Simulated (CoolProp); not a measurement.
Properties of CF4 (R14) at several states (Tc = 227.4 K, pc = 3762 kPa, ω = 0.178).

Values from CoolProp's reference Helmholtz-energy equation of state, Platzer 1990. This equation is an older, rougher fit.

```json
[
 {"T (K)": "442.3", "p (kPa)": "605", "phase": "gas", "density (kg/m³)": "14.51", "cp (kJ/(kg K))": "0.8683", "cv (kJ/(kg K))": "0.7690", "speed of sound (m/s)": "216.7", "expansivity (1/kK)": "2.323", "viscosity (µPa s)": "24.0"},
 {"T (K)": "166.2", "p (kPa)": "154", "phase": "gas", "density (kg/m³)": "10.18", "cp (kJ/(kg K))": "0.5000", "cv (kJ/(kg K))": "0.3916", "speed of sound (m/s)": "136.4", "expansivity (1/kK)": "6.692", "viscosity (µPa s)": "10.0"},
 {"T (K)": "420.2", "p (kPa)": "30.9", "phase": "gas", "density (kg/m³)": "0.7785", "cp (kJ/(kg K))": "0.8439", "cv (kJ/(kg K))": "0.7491", "speed of sound (m/s)": "211.4", "expansivity (1/kK)": "2.384", "viscosity (µPa s)": "22.9"},
 {"T (K)": "342", "p (kPa)": "5300", "phase": "supercritical", "density (kg/m³)": "182.6", "cp (kJ/(kg K))": "0.8552", "cv (kJ/(kg K))": "0.6695", "speed of sound (m/s)": "184.0", "expansivity (1/kK)": "4.526", "viscosity (µPa s)": "22.6"},
 {"T (K)": "327.5", "p (kPa)": "82.5", "phase": "gas", "density (kg/m³)": "2.672", "cp (kJ/(kg K))": "0.7380", "cv (kJ/(kg K))": "0.6423", "speed of sound (m/s)": "188.2", "expansivity (1/kK)": "3.080", "viscosity (µPa s)": "18.7"},
 {"T (K)": "188.2", "p (kPa)": "21.6", "phase": "gas", "density (kg/m³)": "1.219", "cp (kJ/(kg K))": "0.5183", "cv (kJ/(kg K))": "0.4226", "speed of sound (m/s)": "147.2", "expansivity (1/kK)": "5.366", "viscosity (µPa s)": "11.2"}
]
```

Viscosity comes from a separate model (Huber 2003), an estimate that may be off by 10 % or more.
